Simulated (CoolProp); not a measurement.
Vapour-liquid equilibrium of CHF3 (R23) (1) + R125 (2) at 264.7 K; x and y are mole fractions of (1).

Model: multi-fluid Helmholtz-energy mixture model, Penoncello 2003 and Lemmon 2005; pair parameters Bell 2016, in CoolProp.

```json
[
 {"x": "0.05", "bubble pressure, mixture model (MPa)": "?", "bubble pressure, Raoult's law (MPa)": "0.5818", "y, mixture model": "?", "y, Raoult's law": "0.169"},
 {"x": "0.15", "bubble pressure, mixture model (MPa)": "?", "bubble pressure, Raoult's law (MPa)": "0.7281", "y, mixture model": "0.344", "y, Raoult's law": "0.406"},
 {"x": "0.25", "bubble pressure, mixture model (MPa)": "0.8263", "bubble pressure, Raoult's law (MPa)": "0.8744", "y, mixture model": "0.496", "y, Raoult's law": "0.564"},
 {"x": "0.35", "bubble pressure, mixture model (MPa)": "?", "bubble pressure, Raoult's law (MPa)": "1.021", "y, mixture model": "?", "y, Raoult's law": "0.676"},
 {"x": "0.45", "bubble pressure, mixture model (MPa)": "1.105", "bubble pressure, Raoult's law (MPa)": "1.167", "y, mixture model": "0.701", "y, Raoult's law": "0.760"},
 {"x": "0.55", "bubble pressure, mixture model (MPa)": "1.251", "bubble pressure, Raoult's law (MPa)": "1.313", "y, mixture model": "?", "y, Raoult's law": "0.826"},
 {"x": "0.65", "bubble pressure, mixture model (MPa)": "?", "bubble pressure, Raoult's law (MPa)": "1.460", "y, mixture model": "0.836", "y, Raoult's law": "0.878"},
 {"x": "0.75", "bubble pressure, mixture model (MPa)": "1.555", "bubble pressure, Raoult's law (MPa)": "1.606", "y, mixture model": "0.888", "y, Raoult's law": "0.921"},
 {"x": "0.85", "bubble pressure, mixture model (MPa)": "1.715", "bubble pressure, Raoult's law (MPa)": "1.752", "y, mixture model": "0.936", "y, Raoult's law": "0.956"},
 {"x": "0.95", "bubble pressure, mixture model (MPa)": "1.884", "bubble pressure, Raoult's law (MPa)": "1.898", "y, mixture model": "0.979", "y, Raoult's law": "0.987"}
]
```

Question: Complete the blanks.

Answer: 
- 0.05, bubble pressure, mixture model (MPa): 0.5686
- 0.05, y, mixture model: 0.135
- 0.15, bubble pressure, mixture model (MPa): 0.6942
- 0.35, bubble pressure, mixture model (MPa): 0.9636
- 0.35, y, mixture model: 0.611
- 0.55, y, mixture model: 0.774
- 0.65, bubble pressure, mixture model (MPa): 1.400

The largest gap from Raoult's law is -5.6 % in bubble pressure, at x = 0.35. No azeotrope shows between x = 0.05 and 0.95.

The pair parameters rest on a limited set of measurements; away from them the model extrapolates.
